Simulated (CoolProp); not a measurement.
Vapour pressure (kPa) of the fluoroketone C6F12O (FK-5-1-12): the reference equation beside estimates from Tc = 441.8 K, pc = 1869 kPa, ω = 0.471. Clausius-Clapeyron is anchored at 382.5 K with a constant enthalpy of vaporisation of 20.98 kJ/mol.

Computed with CoolProp (reference Helmholtz-energy equation of state, McLinden 2015).

| T (K) | reference | Lee-Kesler | Clausius-Clapeyron |
|---|---|---|---|
| 351.1 | 250.3 | 250.4 | 310.1 |
| 356.3 | 289.2 | 289.3 | 344.4 |
| 361.5 | 332.5 | 332.5 | 381.3 |
| 366.8 | 381.5 | 381.4 | 421.8 |
| 372 | 434.8 | 434.6 | 464.3 |
| 377.2 | 493.5 | 493.1 | 509.8 |
| 382.5 | 559.4 | 558.8 | 559.4 |
| 387.7 | 630.2 | 629.5 | 611.1 |
| 392.9 | 707.7 | 706.9 | 666.1 |
| 398.2 | 794.0 | 793.1 | 725.5 |
| 403.4 | 886.3 | 885.3 | 787.2 |
| 408.6 | 986.6 | 985.8 | 852.4 |
| 413.9 | 1098 | 1097 | 922.6 |

Absolute difference from the reference over all 13 rows, mean and median: Lee-Kesler 0.1 and 0.1 %, Clausius-Clapeyron 10.5 and 10.6 %.
